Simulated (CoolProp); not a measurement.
Vapour-liquid equilibrium of R134a (1) + R142b (2) at 254.5 K; x and y are mole fractions of (1).

The numbers come from the multi-fluid Helmholtz-energy mixture model, Tillner-Roth 1994 and Lemmon 2006; pair parameters Bell 2016 in CoolProp.

**Question.** Give the bubble pressure and the first vapour's composition at x = 0.35, 0.65, 0.85. Is there an azeotrope?

**Answer.** x = 0.35: 99.65 kPa, y = 0.542; x = 0.65: 120.9 kPa, y = 0.779; x = 0.85: 132.7 kPa, y = 0.905. No azeotrope shows between x = 0.05 and 0.95.

The pair parameters rest on a limited set of measurements; away from them the model extrapolates.
